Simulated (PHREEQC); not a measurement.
0.065 g of hydrous ferric oxide (600 m²/g; 0.2 weak and 0.005 strong sites per Fe, Dzombak-Morel constants, diffuse double layer) in 1 kg of water with 0.01 mol/kgw of an inert sodium salt and 2.9e-07 mol NaF, at 25 °C; the pH is set by adding NaOH or the inert anion's acid. Oxygen alone is held at its pressure in air (log pO2 = -0.68). The system is closed to CO2. No solid was allowed to form.

Base run: PHREEQC, ion-association model, wateq4f.dat. Each further column changes one thing. The table gives F sorbed (%).

| pH | base | background salt from 0.01 to 0.001 mol/kgw | oxide from 0.065 to 0.33 g/kgw | 0.00035 mol/kgw ZnCl2 added |
|---|---|---|---|---|
| 4 | 82.7 | 93.7 | 96.0 | 81.8 |
| 4.5 | 75.3 | 88.6 | 93.9 | 74.3 |
| 5 | 62.0 | 77.5 | 89.2 | 61.2 |
| 5.5 | 43.5 | 57.6 | 79.6 | 43.7 |
| 6 | 24.8 | 33.1 | 62.6 | 26.1 |
| 6.5 | 11.4 | 14.6 | 39.5 | 14.7 |
| 7.5 | 1.6 | 1.8 | 7.7 | 4.5 |
| 8 | 0.6 | 0.6 | 2.8 | 1.8 |
| 8.5 | 0.2 | 0.2 | 0.9 | 0.6 |
| 9 | 0.1 | 0.1 | 0.3 | 0.2 |
| 9.5 | 0.0 | 0.0 | 0.1 | 0.1 |
| 10 | 0.0 | 0.0 | 0.0 | 0.0 |

 In at least one series the solution becomes supersaturated in solids that the run did not let form, among them Zn(OH)2-a, Zn5(OH)8Cl2.
